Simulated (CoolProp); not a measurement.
Saturated liquid density (kg/m³) of R1336mzz(E): the reference equation beside estimates from Tc = 403.5 K, pc = 27.79 bar, ω = 0.413.

The numbers come from the reference Helmholtz-energy equation of state, Akasaka 2023 in CoolProp.

| T (K) | reference | Redlich-Kwong | Soave-Redlich-Kwong | Peng-Robinson |
|---|---|---|---|---|
| 292.9 | 1341 | 1093 | 1170 | 1325 |
| 302.8 | 1311 | 1060 | 1139 | 1291 |
| 312.7 | 1279 | 1027 | 1106 | 1254 |
| 322.6 | 1245 | 990.4 | 1069 | 1213 |
| 332.5 | 1208 | 951.8 | 1030 | 1169 |
| 342.4 | 1168 | 910.2 | 986.2 | 1119 |
| 352.3 | 1123 | 865.1 | 937.9 | 1064 |
| 362.2 | 1073 | 815.4 | 883.5 | 1002 |
| 372.1 | 1015 | 759.6 | 821.1 | 929.1 |
| 382 | 945.4 | 694.9 | 747.2 | 842.4 |
| 391.9 | 854.6 | 614.4 | 653.2 | 731.4 |

Absolute difference from the reference over all 11 rows, mean and median: Redlich-Kwong 22.5 and 22.1 %, Soave-Redlich-Kwong 16.5 and 15.6 %, Peng-Robinson 5.5 and 4.2 %.
